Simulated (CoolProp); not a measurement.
Vapour pressure (bar) of n-nonane: the reference equation beside estimates from Tc = 594.5 K, pc = 22.82 bar, ω = 0.443.

The numbers come from the reference Helmholtz-energy equation of state, Lemmon 2006 in CoolProp. It is a short technical equation, of lower accuracy than the large ones.

```json
[
 {"T (K)": "283.2", "reference": "0.002129", "Lee-Kesler": "0.002042", "Peng-Robinson": "0.002413"},
 {"T (K)": "319", "reference": "0.01945", "Lee-Kesler": "0.01871", "Peng-Robinson": "0.02064"},
 {"T (K)": "354.9", "reference": "0.1043", "Lee-Kesler": "0.1018", "Peng-Robinson": "0.1070"},
 {"T (K)": "390.7", "reference": "0.3837", "Lee-Kesler": "0.3805", "Peng-Robinson": "0.3871"},
 {"T (K)": "426.5", "reference": "1.085", "Lee-Kesler": "1.088", "Peng-Robinson": "1.088"},
 {"T (K)": "462.4", "reference": "2.540", "Lee-Kesler": "2.562", "Peng-Robinson": "2.548"},
 {"T (K)": "498.2", "reference": "5.160", "Lee-Kesler": "5.209", "Peng-Robinson": "5.199"},
 {"T (K)": "534.1", "reference": "9.477", "Lee-Kesler": "9.555", "Peng-Robinson": "9.594"},
 {"T (K)": "569.9", "reference": "16.17", "Lee-Kesler": "16.27", "Peng-Robinson": "16.36"}
]
```

Absolute difference from the reference over all 9 rows, mean and median: Lee-Kesler 1.6 and 0.9 %, Peng-Robinson 3.0 and 1.2 %.
